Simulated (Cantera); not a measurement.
An isothermal, constant-pressure homogeneous reactor starts with NH₃ : N₂ = 1 : 0.11 (molar parts), at 1773 K and 750 Torr. Integrator tolerance rtol = 1e-08.

Cantera simulation using the gas-phase N/H chemistry of the illustrative SiF4/NH3 mechanism in the Surface Chemkin manual (1991); the numbers are that mechanism's predictions, not measurements. Walls and surfaces, which speed up NH3 decomposition in real reactors, are not modelled.

Task: What does this change do: pressure from 750 Torr to 20.0 Torr?

Result: 
| quantity | before | after |
|---|---|---|
| x(NH₃) at 40.0 s | 0.00169 (gas-phase equilibrium 9.87e-6) | 0.0305 (gas-phase equilibrium 2.62e-7) |
| x(H) at 40.0 s | 0.000240 (gas-phase equilibrium 0.000241) | 0.000389 (gas-phase equilibrium 0.00148) |
| x(NH₂) at 40.0 s | 1.51e-6 (gas-phase equilibrium 8.85e-9) | 4.57e-5 (gas-phase equilibrium 1.44e-9) |
| x(N) at 40.0 s | 2.04e-9 (gas-phase equilibrium 1.20e-11) | 1.70e-7 (gas-phase equilibrium 7.36e-11) |
| x(H₂) at 40.0 s | 0.709 (gas-phase equilibrium 0.711) | 0.686 (gas-phase equilibrium 0.710) |
| x(N₂H₄) at 40.0 s | 8.55e-12 (gas-phase equilibrium <1e-12) | 2.08e-10 (gas-phase equilibrium <1e-12) |
| x(N₂H₂) at 40.0 s | 4.07e-11 (gas-phase equilibrium <1e-12) | 4.86e-8 (gas-phase equilibrium <1e-12) |
